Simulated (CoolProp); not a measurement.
Properties of R507A along the isobar 4.27 MPa (Tc = 70.6 °C, pc = 3.705 MPa, ω = 0.286).

The numbers come from the reference Helmholtz-energy equation of state, Lemmon 2003 in CoolProp. It is a pseudo-pure fit of the blend.

```json
[
 {"T (°C)": "29.85", "phase": "liquid", "speed of sound (m/s)": "394.9", "viscosity (µPa s)": "132", "Prandtl number": "2.91", "fugacity coefficient": "0.2961"},
 {"T (°C)": "43.85", "phase": "liquid", "speed of sound (m/s)": "325.9", "viscosity (µPa s)": "109", "Prandtl number": "2.83", "fugacity coefficient": "0.3865"},
 {"T (°C)": "57.95", "phase": "liquid", "speed of sound (m/s)": "248.8", "viscosity (µPa s)": "88.4", "Prandtl number": "2.93", "fugacity coefficient": "0.4862"},
 {"T (°C)": "72.05", "phase": "supercritical", "speed of sound (m/s)": "148.2", "viscosity (µPa s)": "63.5", "Prandtl number": "4.20", "fugacity coefficient": "0.5881"},
 {"T (°C)": "86.15", "phase": "supercritical", "speed of sound (m/s)": "113.8", "viscosity (µPa s)": "24.4", "Prandtl number": "2.26", "fugacity coefficient": "0.6625"},
 {"T (°C)": "100.15", "phase": "supercritical", "speed of sound (m/s)": "131.6", "viscosity (µPa s)": "21.7", "Prandtl number": "1.37", "fugacity coefficient": "0.7086"},
 {"T (°C)": "114.25", "phase": "supercritical", "speed of sound (m/s)": "144.1", "viscosity (µPa s)": "20.9", "Prandtl number": "1.15", "fugacity coefficient": "0.7457"},
 {"T (°C)": "128.35", "phase": "supercritical", "speed of sound (m/s)": "154.2", "viscosity (µPa s)": "20.6", "Prandtl number": "1.04", "fugacity coefficient": "0.7768"},
 {"T (°C)": "142.45", "phase": "supercritical", "speed of sound (m/s)": "162.8", "viscosity (µPa s)": "20.6", "Prandtl number": "0.984", "fugacity coefficient": "0.8033"},
 {"T (°C)": "156.45", "phase": "supercritical", "speed of sound (m/s)": "170.2", "viscosity (µPa s)": "20.7", "Prandtl number": "0.946", "fugacity coefficient": "0.8260"},
 {"T (°C)": "170.55", "phase": "supercritical", "speed of sound (m/s)": "176.9", "viscosity (µPa s)": "20.8", "Prandtl number": "0.920", "fugacity coefficient": "0.8460"},
 {"T (°C)": "184.65", "phase": "supercritical", "speed of sound (m/s)": "183.1", "viscosity (µPa s)": "21.1", "Prandtl number": "0.902", "fugacity coefficient": "0.8635"},
 {"T (°C)": "198.75", "phase": "supercritical", "speed of sound (m/s)": "188.7", "viscosity (µPa s)": "21.3", "Prandtl number": "0.888", "fugacity coefficient": "0.8789"},
 {"T (°C)": "212.75", "phase": "supercritical", "speed of sound (m/s)": "194.0", "viscosity (µPa s)": "21.6", "Prandtl number": "0.877", "fugacity coefficient": "0.8925"},
 {"T (°C)": "226.85", "phase": "supercritical", "speed of sound (m/s)": "198.9", "viscosity (µPa s)": "21.9", "Prandtl number": "0.868", "fugacity coefficient": "0.9046"}
]
```

Viscosity comes from a separate model (Geller 2000). Thermal conductivity comes from a separate model (Geller 2001).
